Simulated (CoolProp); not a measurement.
Vapour-liquid equilibrium of chloromethane (R40) (1) + isobutene (2) at 301.3 K; x and y are mole fractions of (1).

Computed with CoolProp (multi-fluid Helmholtz-energy mixture model, Thol 2014 and Lemmon 2005; pair parameters Bell 2016).

| x | bubble pressure, mixture model (kPa) | bubble pressure, Raoult's law (kPa) | y, mixture model | y, Raoult's law |
|---|---|---|---|---|
| 0.05 | 356.9 | 350.0 | 0.101 | 0.090 |
| 0.2 | [?] | 394.5 | 0.331 | 0.320 |
| 0.35 | 463.7 | 439.1 | [?] | 0.504 |
| 0.5 | 507.3 | 483.6 | [?] | 0.653 |
| 0.65 | 547.2 | 528.1 | 0.751 | 0.778 |
| 0.8 | [?] | 572.7 | [?] | 0.883 |
| 0.95 | [?] | 617.2 | 0.966 | 0.973 |

Q: Complete the blanks.

A: 
- 0.2, bubble pressure, mixture model (kPa): 414.6
- 0.35, y, mixture model: 0.497
- 0.5, y, mixture model: 0.633
- 0.8, bubble pressure, mixture model (kPa): 584.6
- 0.8, y, mixture model: 0.861
- 0.95, bubble pressure, mixture model (kPa): 620.4

The largest gap from Raoult's law is +5.6 % in bubble pressure, at x = 0.35. No azeotrope shows between x = 0.05 and 0.95.

Pair parameters are fitted to limited data, so mixtures are less certain than the pure fluids.
